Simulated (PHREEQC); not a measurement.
# Nickel, zinc or cadmium bath: speciation

Make-up at 41 °C: 0.27 mol/kgw CdCl2, 0.059 mol/kgw Na2SO4 and 0.63 mol/kgw HCl. Closed to the air; pH follows from the charge balance.

Computed with PHREEQC (ion-association model, phreeqc.dat).

This is a speciation only: nothing precipitates in the calculation.

Problem. Predict the pH, ionic strength, activity of water.

Solution. pH 0.37; ionic strength 0.810 mol/kgw; activity of water 0.971.

Problem. In which forms is Cl present?

Solution. Cl- 58 %, CdCl2 19 %, CdCl3- 15 %, CdCl+ 8.2 % of the Cl.

The ionic strength is past about 0.7 mol/kgw, beyond the range of this activity model, so the values are rough. Away from 25 °C the constants follow the database's enthalpies or fits; those with neither stay at their 25 °C values.
